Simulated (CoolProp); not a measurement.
CF4 (R14) along the isobar 4440 kPa: Z from the reference equation and from simpler models built on Tc = 227.4 K, pc = 3762 kPa, ω = 0.178; each cubic takes its own stable root.

The numbers come from the reference Helmholtz-energy equation of state, Platzer 1990 in CoolProp. This equation is an older, rougher fit; its heat capacities, sound speeds and derivatives of the liquid may be far off and weren't checked against measurements.

| T (K) | phase | reference |
|---|---|---|
| 216 | liquid | 0.1914 |
| 241.6 | supercritical | 0.5433 |
| 267.2 | supercritical | 0.7389 |
| 292.8 | supercritical | 0.8259 |
| 318.4 | supercritical | 0.8791 |
| 344 | supercritical | 0.9153 |
| 369.6 | supercritical | 0.9413 |
| 395.2 | supercritical | 0.9608 |
| 420.8 | supercritical | 0.9757 |

Q: How far does each simpler model (Soave-Redlich-Kwong, Peng-Robinson) lie from the reference over these 9 states: mean and median of the absolute difference, and the worst?

A: 
- Soave-Redlich-Kwong: mean 2.4 %, median 1.3 %, worst +11.0 % at 216 K and 4440 kPa
- Peng-Robinson: mean 1.7 %, median 1.2 %, worst -3.3 % at 241.6 K and 4440 kPa
